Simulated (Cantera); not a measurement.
Gas-phase reforming

An isothermal, constant-pressure homogeneous reactor starts with CH4 : CO2 = 1 : 3.6 (molar parts), at 1650 K and 3.26 atm.

Computed with Cantera and GRI-Mech 3.0 (53 species, 325 reactions).

```
t (s)        x CH4  x CO2      x H    x H2O2     x CH3       x O
--------  --------  -----  -------  --------  --------  --------
2.00e-6      0.217  0.783  2.15e-7    <1e-12   1.84e-5  1.31e-12
1.15e-5      0.217  0.783  2.28e-7    <1e-12  0.000101  1.45e-12
6.63e-5      0.217  0.782  3.45e-7    <1e-12  0.000287  1.98e-12
0.000382     0.212  0.781  1.04e-6    <1e-12  0.000510  5.00e-12
0.00220      0.181  0.757  4.74e-6    <1e-12  0.000480  1.75e-11
0.0126      0.0992  0.626  8.58e-6    <1e-12  0.000264  2.77e-11
0.0728      0.0172  0.395  1.14e-5  4.69e-12   7.88e-5  4.97e-11
0.419      0.00875  0.269  1.56e-5  2.13e-12   2.95e-5  7.56e-11
2.41      0.000875  0.217  1.73e-5  1.36e-12   2.50e-6  1.29e-10
13.9       4.52e-8  0.215  1.78e-5  1.39e-12  1.31e-10  1.34e-10
80.0       4.48e-8  0.215  1.78e-5  1.39e-12  1.30e-10  1.34e-10
```
x: mole fraction; the columns are a selection and need not sum to one.

Equilibrium at this temperature and pressure: CH4 4.74e-8, CO2 0.215, H 1.78e-5, H2O2 1.39e-12, CH3 1.37e-10, O 1.34e-10 (gas phase only).
